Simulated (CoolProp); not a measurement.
Computed with CoolProp (reference Helmholtz-energy equation of state, Lemmon 2006). It is a short technical equation, of lower accuracy than the large ones.

Q: For carbon monoxide, give the phase and the cp (kJ/(kg K)), isothermal compressibility (1/MPa) at -186.35 °C and 15.2 MPa.

A: 
- -186.35 °C and 15.2 MPa: liquid; cp 2.02, isothermal compressibility 0.00249
